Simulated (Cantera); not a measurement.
An isothermal, constant-pressure homogeneous reactor starts with C₂H₆ : N₂ = 1 : 6.6 (molar parts), at 1523 K and 13300 Pa.

Cantera simulation using GRI-Mech 3.0 (53 species, 325 reactions); the numbers are that mechanism's predictions, not measurements. GRI-Mech 3.0 stops at C3 and has no aromatics, soot or wall deposition, so with more carbon than oxygen in the feed, carbon stays in small species such as C2H2 where larger ones or solid carbon would form.

x: mole fraction; the columns are a selection and need not sum to one.

```json
[
 {"t (s)": "0.000100", "x C₂H₆": "0.116", "x H₂": "0.00768", "x CH₂": "4.05e-6", "x C₂H₄": "0.00831", "x CH₃": "0.00506", "x CH₄": "0.00287"},
 {"t (s)": "0.000339", "x C₂H₆": "0.0685", "x H₂": "0.0398", "x CH₂": "4.85e-6", "x C₂H₄": "0.0408", "x CH₃": "0.00523", "x CH₄": "0.0159"},
 {"t (s)": "0.00115", "x C₂H₆": "0.0105", "x H₂": "0.0905", "x CH₂": "2.02e-6", "x C₂H₄": "0.0622", "x CH₃": "0.00207", "x CH₄": "0.0383"},
 {"t (s)": "0.00389", "x C₂H₆": "[?]", "x H₂": "[?]", "x CH₂": "[?]", "x C₂H₄": "[?]", "x CH₃": "[?]", "x CH₄": "0.0414"},
 {"t (s)": "0.0132", "x C₂H₆": "[?]", "x H₂": "0.138", "x CH₂": "[?]", "x C₂H₄": "[?]", "x CH₃": "[?]", "x CH₄": "0.0407"},
 {"t (s)": "0.0447", "x C₂H₆": "1.03e-5", "x H₂": "0.150", "x CH₂": "6.68e-9", "x C₂H₄": "0.00796", "x CH₃": "8.02e-5", "x CH₄": "0.0399"},
 {"t (s)": "0.152", "x C₂H₆": "1.04e-5", "x H₂": "0.158", "x CH₂": "7.45e-9", "x C₂H₄": "0.000751", "x CH₃": "8.36e-5", "x CH₄": "0.0386"},
 {"t (s)": "0.514", "x C₂H₆": "8.90e-6", "x H₂": "0.162", "x CH₂": "7.05e-9", "x C₂H₄": "0.000554", "x CH₃": "7.77e-5", "x CH₄": "0.0353"},
 {"t (s)": "1.74", "x C₂H₆": "5.46e-6", "x H₂": "0.173", "x CH₂": "5.89e-9", "x C₂H₄": "0.000554", "x CH₃": "6.18e-5", "x CH₄": "0.0269"},
 {"t (s)": "5.90", "x C₂H₆": "1.67e-6", "x H₂": "0.190", "x CH₂": "3.71e-9", "x C₂H₄": "0.000580", "x CH₃": "3.50e-5", "x CH₄": "0.0138"},
 {"t (s)": "20.0", "x C₂H₆": "2.85e-7", "x H₂": "0.201", "x CH₂": "1.60e-9", "x C₂H₄": "0.000616", "x CH₃": "1.36e-5", "x CH₄": "0.00489"}
]
```

Task: Some entries are withheld; supply them.

Result: 
- 0.00389, x C₂H₆: 0.000367
- 0.00389, x H₂: 0.123
- 0.00389, x CH₂: 1.43e-7
- 0.00389, x C₂H₄: 0.0390
- 0.00389, x CH₃: 0.000394
- 0.0132, x C₂H₆: 2.48e-5
- 0.0132, x CH₂: 1.33e-8
- 0.0132, x C₂H₄: 0.0219
- 0.0132, x CH₃: 0.000114
